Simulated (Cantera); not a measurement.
## Counterflow diffusion flame

A counterflow diffusion flame at 77000 Pa, nozzles 20 mm apart: fuel side C₃H₈ = 1 (molar parts) at 350 K, oxidiser side O₂ : N₂ = 0.24 : 0.76 (molar parts) at 300 K, fuel mass flux 0.97 times the oxidiser's; mixture-averaged transport, no radiation.

Model: GRI-Mech 3.0 (53 species, 325 reactions), integrated in Cantera. GRI-Mech 3.0 was tuned for natural gas; its chemistry of propane as a main component is partial and can be far from experiment. GRI-Mech 3.0 has no aromatics or soot, which form on the fuel side of real flames. The maximum strain rate includes the flame's own expansion and is several times the mean.

| oxidiser flux (kg/m²/s) | max strain (1/s) | mean strain (1/s) | T max (K) | peak x OH | peak x H | peak x NO | peak x CO | peak x C₂H₂ |
|---|---|---|---|---|---|---|---|---|
| 0.19 | 160 | 18.5 | 2112 | 0.00890 | 0.00502 | 0.000307 | 0.0789 | 0.0444 |
| 0.27 | 217 | 26.3 | 2095 | 0.00893 | 0.00536 | 0.000288 | 0.0785 | 0.0428 |
| 0.39 | 298 | 38.0 | 2073 | 0.00884 | 0.00569 | 0.000265 | 0.0778 | 0.0408 |
| 0.55 | 403 | 53.6 | 2053 | 0.00872 | 0.00600 | 0.000241 | 0.0773 | 0.0389 |
| 0.78 | 549 | 76.0 | 2032 | 0.00856 | 0.00631 | 0.000216 | 0.0770 | 0.0369 |
| 1.1 | 745 | 107 | 2010 | 0.00833 | 0.00657 | 0.000187 | 0.0770 | 0.0348 |
| 1.6 | 1040 | 156 | 1980 | 0.00794 | 0.00675 | 0.000153 | 0.0772 | 0.0320 |
| 2.2 | 1380 | 214 | 1951 | 0.00747 | 0.00679 | 0.000121 | 0.0779 | 0.0291 |
x: mole fraction; the columns are a selection and need not sum to one.
